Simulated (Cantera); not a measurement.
# PbO + CO + H2 (iron carbonyl, mercury and lead vapours)

Feed: 1 mol PbO, 0.086 mol CO, 35 mol H2, at 100 Torr.

Equilibrium computed with Cantera from the NASA thermochemical tables; the gas is ideal and each condensed phase is pure. Candidate condensed phases: C, C6H6, C7H8, C8H18, H2O, Pb, PbO, PbO2, Pb3O4; 113 gas species. Rates play no part.

```
T (°C)   x H2   x H2O      x Pb     x CO     x CH4       x H     x CO2  n Pb(l)
------  -----  ------  --------  -------  --------  --------  --------  -------
677     0.969  0.0286   3.77e-5  0.00215  0.000190   1.50e-9  0.000114    0.999
727     0.969  0.0285  0.000121  0.00230   4.94e-5   6.12e-9   9.71e-5    0.996
777     0.969  0.0284  0.000349  0.00236   1.39e-5   2.19e-8   8.14e-5    0.988
827     0.968  0.0284  0.000909  0.00238   4.33e-6   6.97e-8   6.88e-5    0.968
877     0.967  0.0284   0.00217  0.00239   1.48e-6   2.01e-7   5.89e-5    0.924
927     0.964  0.0283   0.00482  0.00239   5.51e-7   5.31e-7   5.11e-5    0.830
977     0.959  0.0282    0.0100  0.00238   2.20e-7   1.30e-6   4.47e-5    0.644
1027    0.950  0.0279    0.0197  0.00236   9.26e-8   2.95e-6   3.94e-5    0.295
1077    0.942  0.0277    0.0277  0.00235   4.17e-8   6.34e-6   3.51e-5        0
1127    0.942  0.0277    0.0277  0.00235   2.03e-8   1.29e-5   3.18e-5        0
1177    0.942  0.0277    0.0277  0.00235   1.04e-8   2.51e-5   2.91e-5        0
1227    0.942  0.0277    0.0277  0.00236   5.58e-9   4.68e-5   2.68e-5        0
1277    0.942  0.0277    0.0277  0.00236   3.12e-9   8.37e-5   2.48e-5        0
1327    0.942  0.0277    0.0277  0.00236   1.81e-9  0.000145   2.31e-5        0
```
x: gas mole fraction; n: condensed amount in mol.

From 677 °C to 1027 °C the condensed part is Pb(l). From 1077 °C to 1327 °C nothing is condensed. The main Pb-bearing gas is Pb throughout.
